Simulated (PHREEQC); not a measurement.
A solution holds 0.01 mol/kgw MgCl2, 0.00043 mol/kgw Na2HPO4 and 0.0086 mol/kgw KCl, at 20 °C. Closed to the air; pH follows from the charge balance.

All values are PHREEQC results (ion-association model, wateq4f.dat), not measurements.

```json
[
 {"quantity": "pH", "before": "7.70", "after": "8.91"},
 {"quantity": "ionic strength (mol/kgw)", "before": "0.0388", "after": "0.00987"},
 {"quantity": "HPO4-2 (mol/kgw)", "before": "0.000137", "after": "0.000418"},
 {"quantity": "H2PO4- (mol/kgw)", "before": "2.68e-5", "after": "6.33e-6"},
 {"quantity": "SI of Halite (NaCl)", "before": "-6.34", "after": "-6.79"}
]
```

Question: What was changed between the two runs?
(A) diluted 2-fold with water
(B) KCl replaced by HCl at the same molality
(C) MgCl2 left out
(D) KCl left out
(E) KCl replaced by KI at the same molality

Answer: C, MgCl2 left out

Precipitation was switched off in this run. H3PO4, which wateq4f.dat lacks, is added to it with the constant of phreeqc.dat.
